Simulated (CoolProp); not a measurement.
Vapour-liquid equilibrium of n-heptane (1) + ethylbenzene (2) at 2.38 kPa; x and y are mole fractions of (1).

Values from CoolProp's multi-fluid Helmholtz-energy mixture model, Span 2003 and Zhou 2012; pair parameters Bell 2016.

Task: Give the bubble temperature and the first vapour's composition at x = 0.05, 0.65, 0.95. Is there an azeotrope?

Result: x = 0.05: 304.7 K, y = 0.261; x = 0.65: 285.3 K, y = 0.894; x = 0.95: 281.3 K, y = 0.985. No azeotrope shows between x = 0.05 and 0.95.

Pair parameters are fitted to limited data, so mixtures are less certain than the pure fluids.
